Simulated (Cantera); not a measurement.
A Cantera script and what it prints.

```python
import numpy as np
import cantera as ct

gas_names = [...]  # 136 gases of nasa_gas.yaml made of C, H, N, O
cond_names = """
    C(gr) C6H6(L) C7H8(L) C8H18(L),n-octa H2O(s) H2O(L)
""".split()


# ... load() reads the species with a 1 bar reference pressure and builds the phases ...
atoms = {
    'C2H5OH': {'C': 2, 'H': 6, 'O': 1},
    'H2': {'H': 2},
    'N2': {'N': 2},
}
top_T = {'C(gr)': 4500}  # K; cautious upper limits of use, not melting points


# ... equilibrate(T, P, feed) seeds the gas with the atoms and calls Mixture.equilibrate('TP', solver="vcs", rtol=1e-11, max_steps=5000) ...
results = []
feed = {'C2H5OH': 1, 'H2': 14, 'N2': 6.8}  # mol
T = 1123  # K
for P in [10, 72, 520, 3700, 27000, 190000, 1400000, 10000000]:
    mix = equilibrate(T, P, feed)
    results.append((T, P, feed, dict(zip(mix.species_names, mix.species_moles))))
    x = sorted(zip(gas.X, gas.species_names), reverse=True)
    print(f"T = {T:g} K  P = {P:g} Pa  gas = {mix.phase_moles(0):.4g} mol")
    print("   x: " + "  ".join(f"{s} {v:.3e}" for v, s in x if v > 1e-06))
    print("   condensed (mol): " + ("  ".join(f"{mix.phase(i).name} {mix.phase_moles(i):.4g}"
          for i in range(1, mix.n_phases) if mix.phase_moles(i) > 1e-12) or "none"))
```

Result:

```
T = 1123 K  P = 10 Pa  gas = 24.8 mol
   x: H2 6.855e-01  N2 2.742e-01  CO 4.032e-02  HCN 1.298e-05  H 3.526e-06  CH4 1.379e-06
   condensed (mol): C(gr) 0.9996
T = 1123 K  P = 72 Pa  gas = 24.8 mol
   x: H2 6.855e-01  N2 2.742e-01  CO 4.032e-02  HCN 1.298e-05  CH4 9.929e-06  H 1.314e-06  H2O 1.313e-06
   condensed (mol): C(gr) 0.9995
T = 1123 K  P = 520 Pa  gas = 24.8 mol
   x: H2 6.854e-01  N2 2.742e-01  CO 4.032e-02  CH4 7.169e-05  HCN 1.298e-05  H2O 9.482e-06
   condensed (mol): C(gr) 0.9981
T = 1123 K  P = 3700 Pa  gas = 24.79 mol
   x: H2 6.848e-01  N2 2.743e-01  CO 4.027e-02  CH4 5.092e-04  H2O 6.734e-05  HCN 1.297e-05  CO2 3.623e-06  NH3 3.081e-06
   condensed (mol): C(gr) 0.9888
T = 1123 K  P = 27000 Pa  gas = 24.7 mol
   x: H2 6.805e-01  N2 2.753e-01  CO 3.996e-02  CH4 3.670e-03  H2O 4.845e-04  CO2 2.603e-05  NH3 2.231e-05  HCN 1.296e-05
   condensed (mol): C(gr) 0.9216
T = 1123 K  P = 190000 Pa  gas = 24.14 mol
   x: H2 6.532e-01  N2 2.816e-01  CO 3.798e-02  CH4 2.379e-02  H2O 3.111e-03  CO2 1.655e-04  NH3 1.493e-04  HCN 1.284e-05
   condensed (mol): C(gr) 0.5043
T = 1123 K  P = 1.4e+06 Pa  gas = 22.71 mol
   x: H2 5.892e-01  N2 2.989e-01  CH4 6.752e-02  H2O 2.280e-02  CO 1.983e-02  NH3 9.712e-04  CO2 7.020e-04  HCN 5.945e-06  C2H6 3.591e-06  C2H4 1.057e-06
   condensed (mol): none
T = 1123 K  P = 1e+07 Pa  gas = 21.72 mol
   x: H2 5.472e-01  N2 3.099e-01  CH4 9.069e-02  H2O 4.457e-02  NH3 6.320e-03  CO 1.274e-03  CO2 9.496e-05  C2H6 6.976e-06  HCN 1.272e-06
   condensed (mol): none
```

Cantera equilibrium calculation (NASA polynomials, part measured and part estimated; ideal gas, pure solids and liquids). The ideal-gas law is rough above about 30 bar.
